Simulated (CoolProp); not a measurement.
Vapour pressure (MPa) of R236EA: the reference equation beside estimates from Tc = 412.4 K, pc = 3.414 MPa, ω = 0.368. Clausius-Clapeyron is anchored at 349.9 K with a constant enthalpy of vaporisation of 18.71 kJ/mol.

Computed with CoolProp (reference Helmholtz-energy equation of state, Rui 2013).

```csv
T (K),reference,Lee-Kesler,Clausius-Clapeyron,Redlich-Kwong,Soave-Redlich-Kwong,Peng-Robinson
329.2,0.5408,0.5437,0.6183,0.8265,0.5463,0.5396
333.4,0.6068,0.6099,0.6739,0.9040,0.6135,0.6056
337.5,0.6769,0.6801,0.7315,0.9844,0.6849,0.6760
341.6,0.7529,0.7563,0.7924,1.070,0.7625,0.7523
345.8,0.8373,0.8407,0.8584,1.162,0.8486,0.8372
349.9,0.9264,0.9297,0.9264,1.257,0.9395,0.9268
354.1,1.025,1.028,0.9999,1.360,1.040,1.026
358.2,1.129,1.131,1.075,1.466,1.145,1.130
362.3,1.240,1.242,1.155,1.577,1.259,1.243
366.5,1.362,1.364,1.240,1.696,1.383,1.366
370.6,1.491,1.492,1.327,1.819,1.514,1.496
374.8,1.631,1.632,1.420,1.950,1.656,1.638
378.9,1.778,1.779,1.516,2.084,1.805,1.786
383,1.935,1.935,1.615,2.224,1.963,1.944
```

Absolute difference from the reference over all 14 rows, mean and median: Lee-Kesler 0.3 and 0.2 %, Clausius-Clapeyron 8.5 and 8.5 %, Redlich-Kwong 32.3 and 31.3 %, Soave-Redlich-Kwong 1.4 and 1.4 %, Peng-Robinson 0.2 and 0.2 %.
